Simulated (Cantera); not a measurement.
# Thermodynamics of boron, boron nitride and boron oxide, feed BCl3 + H2

Charge: 1 mol BCl3, a varied amount of H2, held at 1423.15 K and 11000 Pa.

Method: chemical equilibrium by Gibbs-energy minimisation in Cantera with the NASA 1993 tables (ideal gas, pure condensed phases). Candidate condensed phases: B; 13 gas species. The tables' values for BCl2, BCl are old estimates; treat these amounts as uncertain. Gases not in the tables: BHCl2. Equilibrium is a limit: real reactors are often held back by kinetics, nucleation or transport.

From 1.3 mol H2 to 60 mol H2 the condensed part is B(s). The main B-bearing gas is BCl3 throughout. The share of B in condensed phases is highest at 60 mol H2 (98.4 %) and lowest at 1.3 mol H2 (26.5 %).

| n(H2) (mol) | x H2 | x HCl | x BCl3 | x BCl2 | x BCl | x H | x Cl | x BH2 | n B(s) |
|---|---|---|---|---|---|---|---|---|---|
| 1.3 | 0.370 | 0.328 | 0.301 | 0.00101 | 0.000139 | 1.22e-5 | 8.86e-6 | 1.58e-6 | 0.265 |
| 2 | 0.468 | 0.325 | 0.206 | 0.000785 | 0.000123 | 1.37e-5 | 7.81e-6 | 2.00e-6 | 0.343 |
| 3 | 0.558 | 0.308 | 0.134 | 0.000589 | 0.000107 | 1.50e-5 | 6.77e-6 | 2.38e-6 | 0.431 |
| 4.6 | 0.645 | 0.276 | 0.0780 | 0.000410 | 8.89e-5 | 1.61e-5 | 5.65e-6 | 2.76e-6 | 0.539 |
| 7.1 | 0.725 | 0.235 | 0.0402 | 0.000264 | 7.13e-5 | 1.71e-5 | 4.53e-6 | 3.10e-6 | 0.658 |
| 11 | 0.794 | 0.188 | 0.0180 | 0.000154 | 5.45e-5 | 1.79e-5 | 3.46e-6 | 3.39e-6 | 0.774 |
| 17 | 0.851 | 0.142 | 0.00695 | 8.19e-5 | 3.97e-5 | 1.85e-5 | 2.52e-6 | 3.64e-6 | 0.869 |
| 26 | 0.896 | 0.102 | 0.00240 | 4.03e-5 | 2.79e-5 | 1.90e-5 | 1.77e-6 | 3.83e-6 | 0.932 |
| 39 | 0.927 | 0.0717 | 0.000792 | 1.92e-5 | 1.92e-5 | 1.93e-5 | 1.22e-6 | 3.96e-6 | 0.966 |
| 60 | 0.952 | 0.0481 | 0.000230 | 8.44e-6 | 1.27e-5 | 1.96e-5 | 8.10e-7 | 4.07e-6 | 0.984 |
x: gas mole fraction; n: condensed amount in mol.
